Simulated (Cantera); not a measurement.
Input: 1 mol Si3N4, 0.0032 mol H2O, 400 mol N2, 0.41 mol N2O, held at 1948 K and 75.0 Torr.

Method: chemical equilibrium by Gibbs-energy minimisation in Cantera with the NASA 1993 tables (ideal gas, pure condensed phases). Candidate condensed phases: H2O, Si, SiO2, Si2N2O, Si3N4; 35 gas species. The tables' values for SiN are old estimates; treat these amounts as uncertain. Rates play no part.

Base state: N2 0.999, SiO 0.00103, Si 0.000203, Si2N 2.29e-5, SiN 1.90e-5 (mole fractions); condensed: Si3N4(s).

Question: What changes in the equilibrium state with this change: pressure from 75.0 Torr to 0.210 Torr?

Answer: 
| species | before | after |
|---|---|---|
| N2 | 0.999 | 0.993 |
| Si | 0.000203 | 0.00633 |
| SiO | 0.00103 | 0.00102 |
| Si2N | 2.29e-5 | 3.29e-6 |
| H | 7.36e-6 | 1.57e-5 |
| SiN | 1.90e-5 | 3.12e-5 |
| Si3N4(s), mol | 0.826 | 0 |
